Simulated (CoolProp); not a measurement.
Vapour pressure (bar) of diethyl ether: the reference equation beside estimates from Tc = 467.9 K, pc = 37.17 bar, ω = 0.282. Clausius-Clapeyron is anchored at 309 K with a constant enthalpy of vaporisation of 26.46 kJ/mol.

Model: reference Helmholtz-energy equation of state, Thol 2014, in CoolProp.

```
T (K)  reference  Clausius-Clapeyron  van der Waals  Redlich-Kwong  Soave-Redlich-Kwong  Peng-Robinson
-----  ---------  ------------------  -------------  -------------  -------------------  -------------
286.2     0.4425              0.4687          3.606         0.9292               0.4356         0.4440
297.6     0.7001              0.7175          4.486          1.369               0.6905         0.6983
309        1.064               1.064          5.499          1.949                1.052          1.057
320.4      1.563               1.536          6.654          2.692                1.549          1.548
331.8      2.226               2.160          7.958          3.622                2.212          2.202
343.2      3.086               2.970          9.418          4.764                3.076          3.052
354.6      4.177               4.002          11.04          6.141                4.177          4.134
366        5.536               5.292          12.83          7.774                5.553          5.487
377.4      7.202               6.882          14.80          9.688                7.246          7.152
388.8      9.214               8.812          16.95          11.90                9.297          9.173
400.2      11.62               11.13          19.28          14.44                11.75          11.60
411.6      14.45               13.87          21.80          17.32                14.65          14.47
```

Absolute difference from the reference over all 12 rows, mean and median: Clausius-Clapeyron 3.5 and 4.1 %, van der Waals 255.3 and 184.7 %, Redlich-Kwong 56.1 and 50.7 %, Soave-Redlich-Kwong 0.9 and 0.9 %, Peng-Robinson 0.6 and 0.7 %.
